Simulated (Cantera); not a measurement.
A Cantera script and what it prints.

```python
import numpy as np
import cantera as ct

gas_names = """
    B BH BH2 BH3 BN BO BO2 B2 B2O B2O2 B2O3 B3O3H3 H HBO HBO2 HNO HNO2 HNO3 HO2 H2 H2O H2O2 H3B3O6 N NH
    NH2 NH3 NH2OH NO NO2 NO3 N2 N2H2 N2H4 N2O O OH O2 O3
""".split()
cond_names = """
    B(b) B(L) BN(s) B2O3(L) B3O3H3(cr) H2O(s) H2O(L)
""".split()


# ... load() reads the species with a 1 bar reference pressure and builds the phases ...
atoms = {
    'borazine': {'B': 3, 'N': 3, 'H': 6},
    'O2': {'O': 2},
    'N2': {'N': 2},
    'H2O': {'H': 2, 'O': 1},
}
top_T = {'BN(s)': 3200}  # K; cautious upper limits of use, not melting points


# ... equilibrate(T, P, feed) seeds the gas with the atoms and calls Mixture.equilibrate('TP', solver="vcs", rtol=1e-11, max_steps=5000) ...
results = []
feed = {'borazine': 1, 'O2': 6.1, 'N2': 20, 'H2O': 2.9}  # mol
P = 92000  # Pa
for T in [948, 998, 1048, 1098, 1148, 1198, 1248, 1298, 1348, 1398, 1448]:
    mix = equilibrate(T, P, feed)
    results.append((T, P, feed, dict(zip(mix.species_names, mix.species_moles))))

top = {s: max(r[3][s] / sum(r[3][g] for g in gas_names) for r in results) for s in gas_names}
cols = sorted((s for s in top if top[s] > 1e-05), key=lambda s: -top[s])[:6]
seen = [c for c in cond_names if any(r[3].get(c, 0) > 1e-12 for r in results)]
print("log10 of partial pressures in bar; condensed amounts in mol")
print(f"{'T/K':>10s}" + "".join(f"{s[:9]:>10s}" for s in cols + seen))
for T, P, feed, n in results:
    ng = sum(n[g] for g in gas_names)
    print(f"{T:10.4g}" + "".join(f"{np.log10(max(n[s] / ng * P / 1e5, 1e-99)):10.3f}" for s in cols)
          + "".join(f"{n.get(c, 0):10.4g}" for c in seen))
```

Output:

```
log10 of partial pressures in bar; condensed amounts in mol
       T/K        N2       H2O        O2      HBO2    H3B3O6        NO   B2O3(L)
       948    -0.177    -0.748    -1.138    -5.456    -2.558    -5.033     1.366
       998    -0.177    -0.746    -1.138    -4.973    -2.670    -4.781     1.396
      1048    -0.177    -0.745    -1.138    -4.538    -2.773    -4.553     1.418
      1098    -0.177    -0.743    -1.138    -4.145    -2.869    -4.346     1.433
      1148    -0.177    -0.743    -1.139    -3.789    -2.959    -4.156     1.444
      1198    -0.177    -0.742    -1.139    -3.464    -3.043    -3.983      1.45
      1248    -0.177    -0.742    -1.139    -3.166    -3.121    -3.823     1.452
      1298    -0.177    -0.743    -1.139    -2.894    -3.195    -3.676     1.448
      1348    -0.178    -0.744    -1.140    -2.643    -3.266    -3.540     1.437
      1398    -0.178    -0.746    -1.141    -2.411    -3.333    -3.414     1.415
      1448    -0.179    -0.749    -1.142    -2.198    -3.399    -3.296     1.377
```

Equilibrium computed with Cantera from the NASA thermochemical tables; the gas is ideal and each condensed phase is pure. The feed counts by its element totals alone. Gases not in the tables: H3BO3.
